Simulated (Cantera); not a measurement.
Standard-state values (1 bar) from the NASA 1993 polynomials, evaluated with Cantera. Values are per mole of reaction as written; species without (g) are pure solids or liquids, kept so even where they would boil at 1 bar.

### Question
Between 2275 and 2975 K, where is each reaction favourable under standard conditions?
- 6 HCl(g) + 2 Al(g) = 3 H2(g) + 2 AlCl3(g)
- Al2Cl6(g) = 2 Al(g) + 3 Cl2(g)
- 4 Al + Al2Cl6(g) = 6 AlCl(g)

### Answer
- 6 HCl(g) + 2 Al(g) = 3 H2(g) + 2 AlCl3(g): ΔG° is -358 kJ at 2275 K and -88 kJ at 2975 K; it stays negative (K > 1). ΔH° is -1229 kJ and ΔS° -383 J/K at 2975 K.
- Al2Cl6(g) = 2 Al(g) + 3 Cl2(g): ΔG° is 826 kJ at 2275 K and 496 kJ at 2975 K; it stays positive (K < 1). ΔH° is 1891 kJ and ΔS° 469 J/K at 2975 K.
- 4 Al + Al2Cl6(g) = 6 AlCl(g): ΔG° is -544 kJ at 2275 K and -948 kJ at 2975 K; it stays negative (K > 1). ΔH° is 738 kJ and ΔS° 567 J/K at 2975 K.
